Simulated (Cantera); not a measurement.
Charge: 1 mol HMDSO, 2.1 mol N₂O, 0.81 mol H₂, 10 mol CO₂, held at 0.100 bar.

Method: chemical equilibrium by Gibbs-energy minimisation in Cantera with the NASA 1993 tables (ideal gas, pure condensed phases). Candidate condensed phases: C, C₆H₆, C₇H₈, C₈H₁₈, H₂O, Si, SiC, SiO₂, Si₂N₂O, Si₃N₄; 151 gas species. The feed counts by its element totals alone. The tables hold silica as quartz up to 1696 K and as liquid above; real silica turns to tridymite and cristobalite and melts near 1996 K. Kinetics and transport are ignored. All values below are at 1227 °C.

Base state: CO 0.527, H₂ 0.287, N₂ 0.0752, H₂O 0.0649, CO₂ 0.0462, H 2.98e-5 (mole fractions); condensed: SiO₂(β-quartz).

Question: What changes in the equilibrium state with this change: CO₂ from 10 to 0.5 mol?

Answer: 
| species | before | after |
|---|---|---|
| H₂ | 0.287 | 0.700 |
| CO | 0.527 | 0.221 |
| N₂ | 0.0752 | 0.0784 |
| H₂O | 0.0649 | 2.66e-5 |
| CO₂ | 0.0462 | 3.25e-6 |
| SiO | 7.57e-8 | 5.58e-5 |
| CH₄ | 8.43e-9 | 0.000126 |
| HCN | 6.20e-8 | 0.000248 |
| H | 2.98e-5 | 4.66e-5 |
| SiO₂(β-quartz), mol | 2.00 | 0 |
| C(graphite), mol | 0 | 3.40 |
| Si₂N₂O(s), mol | 0 | 1.000 |
